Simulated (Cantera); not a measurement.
Thermodynamics of iron carbonyl, mercury and lead vapours, feed PbO + N2

Feed: 1 mol PbO, 7.7 mol N2, held at 100000 Pa.

These are equilibrium values from Cantera (NASA tables, ideal gas, pure condensed phases), not measurements of a reactor. Candidate condensed phases: Pb, PbO, PbO2, Pb3O4; 12 gas species. Gases not in the tables: (PbO)n polymers. Rates play no part.

From 300 °C to 450 °C the condensed part is PbO(red). From 600 °C to 750 °C the condensed part is PbO(yellow). From 900 °C to 1350 °C the condensed part is PbO(l).

| T (°C) | x N2 | x PbO | x Pb | x O2 | x NO | x O | x Pb2 | x NO2 | n PbO(red) | n PbO(yellow) | n PbO(l) |
|---|---|---|---|---|---|---|---|---|---|---|---|
| 300 | 1.00 | <1e-12 | <1e-12 | <1e-12 | <1e-12 | <1e-12 | <1e-12 | <1e-12 | 1.00 | 0 | 0 |
| 450 | 1.00 | <1e-12 | <1e-12 | <1e-12 | <1e-12 | <1e-12 | <1e-12 | <1e-12 | 1.00 | 0 | 0 |
| 600 | 1.00 | 2.36e-9 | 5.97e-10 | 1.91e-10 | 2.15e-10 | <1e-12 | <1e-12 | <1e-12 | 0 | 1.00 | 0 |
| 750 | 1.000 | 6.43e-7 | 1.26e-7 | 5.16e-8 | 2.24e-8 | <1e-12 | <1e-12 | <1e-12 | 0 | 1.000 | 0 |
| 900 | 1.000 | 3.86e-5 | 6.60e-6 | 2.97e-6 | 6.70e-7 | 2.41e-11 | 2.90e-12 | 4.88e-11 | 0 | 0 | 1.000 |
| 1050 | 0.999 | 0.000667 | 0.000116 | 5.39e-5 | 8.27e-6 | 1.95e-9 | 4.43e-10 | 1.31e-9 | 0 | 0 | 0.994 |
| 1200 | 0.992 | 0.00622 | 0.00111 | 0.000526 | 6.01e-5 | 6.40e-8 | 2.31e-8 | 1.76e-8 | 0 | 0 | 0.943 |
| 1350 | 0.952 | 0.0371 | 0.00690 | 0.00330 | 0.000294 | 1.09e-6 | 5.59e-7 | 1.40e-7 | 0 | 0 | 0.644 |
x: gas mole fraction; n: condensed amount in mol.
